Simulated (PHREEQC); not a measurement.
**Spent oxide etchant**

A solution holds 1.8 mmol/kgw HF, 69 mmol/kgw (NH4)2SiF6, 0.14 mmol/kgw H3PO4 and 2.4 mmol/kgw H2SO4, at 75 °C. Closed to the air; pH follows from the charge balance.

Equilibrium calculation in PHREEQC: ion-association model, wateq4f.dat.

No solid was allowed to form.

Q: What pH, ionic strength does the model give?

A: pH 2.69; ionic strength 0.208 mol/kgw.

Q: In which forms is F present?

A: SiF6-2 96 %, HF 2.9 %, F- 0.6 % of the F.

Examples of supersaturated solids here: Quartz (slow to form), Chalcedony (slow to form). Others may be too. Species that the database lacks are ignored. H3PO4, which wateq4f.dat lacks, is added to it with the constant of phreeqc.dat. At this temperature some constants are extrapolated from 25 °C, and those without enthalpy data are left unchanged. SiF6-2 is the database's only silicon fluoride.
